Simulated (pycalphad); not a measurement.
All values are pycalphad results on the COST 507 light-alloy database (1999) (1 atm), not direct measurements. No gas phase is included, though pure Mg would boil below 1377 °C. The data set is of 1999 and partly superseded. Kinetics are ignored, which matters at the lower temperatures.

# Mg-9.507Al-1.223Si (wt.%): equilibrium cooling sequence

```csv
T (°C),phases above,phases below
598.1,LIQUID,LIQUID + MG2SI
591.7,LIQUID + MG2SI,HCP_A3 + LIQUID + MG2SI
472.0,HCP_A3 + LIQUID + MG2SI,HCP_A3 + MG2SI
376.8,HCP_A3 + MG2SI,ALMG_GAMMA + HCP_A3 + MG2SI
```

Changes were sought between steps of 40 K, so a narrower field can be missed.

Database names, with the compositions (at.%) that they take in these runs: MG2SI: Mg 67 Si 33; ALMG_GAMMA: Mg 59 Al 41. HCP_A3 is hcp.
